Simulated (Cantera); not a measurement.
Input: 1 mol Si, 13 mol HBr, 0.41 mol H2, held at 1123 K and 0.133 bar.

Equilibrium computed with Cantera from the NASA thermochemical tables; the gas is ideal and each condensed phase is pure. Candidate condensed phases: Br2, Si; 19 gas species. The tables' values for SiBr3 are old estimates; treat these amounts as uncertain. Equilibrium is a limit: real reactors are often held back by kinetics, nucleation or transport.

Base state: HBr 0.725, H2 0.194, SiBr4 0.0802, SiHBr3 0.000218, SiBr3 0.000137, Br 0.000129, SiBr2 2.48e-5 (mole fractions); condensed: gas only.

Task: What changes in the equilibrium state with this change: HBr from 13 to 2.1 mol?

Result: 
| species | before | after |
|---|---|---|
| H2 | 0.194 | 0.664 |
| SiBr4 | 0.0802 | 0.211 |
| HBr | 0.725 | 0.0860 |
| SiBr2 | 2.48e-5 | 0.0159 |
| SiHBr3 | 0.000218 | 0.0166 |
| SiH2Br2 | 2.82e-7 | 0.000619 |
| SiBr3 | 0.000137 | 0.00563 |
| Br | 0.000129 | 8.27e-6 |
| Si(s), mol | 0 | 0.491 |
